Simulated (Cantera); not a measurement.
Input: 1 mol BF₃, 8.2 mol O₂, 82 mol H₂, held at 13.3 mbar.

Equilibrium computed with Cantera from the NASA thermochemical tables; the gas is ideal and each condensed phase is pure. Candidate condensed phases: B, B₂O₃, B₃O₃H₃, H₂O; 43 gas species. Gases not in the tables: H₃BO₃. The numbers say what is thermodynamically allowed, not how fast it happens.

### Question
Which condensed phases are stable at each of these points (T (°C)): 552, 652, 752, 852, 952, 1052, 1152, 1252?

### Answer
| T (°C) | condensed phases | B condensed (%) |
|---|---|---|
| 552 | B₂O₃(l) | 58.9 |
| 652 | B₂O₃(l) | 78.1 |
| 752 | B₂O₃(l) | 85.8 |
| 852 | B₂O₃(l) | 79.4 |
| 952 | B₂O₃(l) | 37.3 |
| 1052 | gas only | 0.0 |
| 1152 | gas only | 0.0 |
| 1252 | gas only | 0.0 |

From 552 °C to 952 °C the condensed part is B₂O₃(l). From 1052 °C to 1252 °C nothing is condensed.
